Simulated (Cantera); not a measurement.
Charge: 1 mol c-C4F8, 2.8 mol F2, equilibrated at 2627 °C and 0.0180 bar.

Equilibrium computed with Cantera from the NASA thermochemical tables; the gas is ideal and each condensed phase is pure. Candidate condensed phases: C; 13 gas species. The feed counts by its element totals alone. Equilibrium is a limit: real reactors are often held back by kinetics, nucleation or transport.

Base state: F 0.801, CF2 0.116, CF 0.0747, C3 0.00575, C 0.00105, C2 0.000572, CF3 0.000415, C5 7.69e-5 (mole fractions); condensed: C(graphite).

Task: What changes in the equilibrium state with this change: temperature from 2627 °C to 650 °C?

Result: 
```json
[
 {"species": "CF4", "before": "7.61e-5", "after": "1.00"},
 {"species": "F", "before": "0.801", "after": "<1e-9"},
 {"species": "CF2", "before": "0.116", "after": "<1e-9"},
 {"species": "CF", "before": "0.0747", "after": "<1e-9"},
 {"species": "C3", "before": "0.00575", "after": "<1e-9"},
 {"species": "C", "before": "0.00105", "after": "<1e-9"},
 {"species": "C2", "before": "0.000572", "after": "<1e-9"},
 {"species": "C(graphite), mol", "before": "1.41", "after": "0.600"}
]
```
Gases not in the tables: C2F6 and larger saturated fluorocarbons.

Task: What changes in the equilibrium state with this change: pressure from 0.0180 bar to 0.0920 bar?

Result: 
```json
[
 {"species": "F", "before": "0.801", "after": "0.606"},
 {"species": "CF2", "before": "0.116", "after": "0.330"},
 {"species": "CF", "before": "0.0747", "after": "0.0549"},
 {"species": "CF4", "before": "7.61e-5", "after": "0.00323"},
 {"species": "CF3", "before": "0.000415", "after": "0.00455"},
 {"species": "C(graphite), mol", "before": "1.41", "after": "0"}
]
```
Gases not in the tables: C2F6 and larger saturated fluorocarbons.
